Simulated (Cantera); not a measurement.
Input (Python, Cantera) and output of one run.

```python
import numpy as np
import cantera as ct

gas_names = [...]  # 45 gases of nasa_gas.yaml made of C, N, O
cond_names = """
    C(gr)
""".split()


# ... load() reads the species with a 1 bar reference pressure and builds the phases ...
atoms = {
    'CO': {'C': 1, 'O': 1},
    'O2': {'O': 2},
    'N2': {'N': 2},
}
top_T = {'C(gr)': 4500}  # K; cautious upper limits of use, not melting points


# ... equilibrate(T, P, feed) seeds the gas with the atoms and calls Mixture.equilibrate('TP', solver="vcs", rtol=1e-11, max_steps=5000) ...
results = []
feed = {'CO': 1, 'O2': 1.6, 'N2': 2.5}  # mol
P = 1500000  # Pa
for T in [3000, 3500, 4000, 4500, 5000]:
    mix = equilibrate(T, P, feed)
    results.append((T, P, feed, dict(zip(mix.species_names, mix.species_moles))))

top = {s: max(r[3][s] / sum(r[3][g] for g in gas_names) for r in results) for s in gas_names}
cols = sorted((s for s in top if top[s] > 0.001), key=lambda s: -top[s])[:7]
seen = [c for c in cond_names if any(r[3].get(c, 0) > 1e-12 for r in results)]
print("log10 of partial pressures in bar; condensed amounts in mol")
print(f"{'T/K':>10s}" + "".join(f"{s[:9]:>10s}" for s in cols + seen))
for T, P, feed, n in results:
    ng = sum(n[g] for g in gas_names)
    print(f"{T:10.4g}" + "".join(f"{np.log10(max(n[s] / ng * P / 1e5, 1e-99)):10.3f}" for s in cols)
          + "".join(f"{n.get(c, 0):10.4g}" for c in seen))
```

Result:

```
log10 of partial pressures in bar; condensed amounts in mol
       T/K        N2         O        O2       CO2        CO        NO         N
      3000     0.885    -0.684     0.525     0.431    -0.311    -0.226    -4.414
      3500     0.849    -0.060     0.494     0.203     0.152    -0.033    -3.230
      4000     0.805     0.363     0.380    -0.182     0.327     0.055    -2.348
      4500     0.766     0.614     0.136    -0.649     0.368     0.043    -1.663
      5000     0.741     0.739    -0.213    -1.132     0.367    -0.041    -1.109
```

Method: chemical equilibrium by Gibbs-energy minimisation in Cantera with the NASA 1993 tables (ideal gas, pure condensed phases).
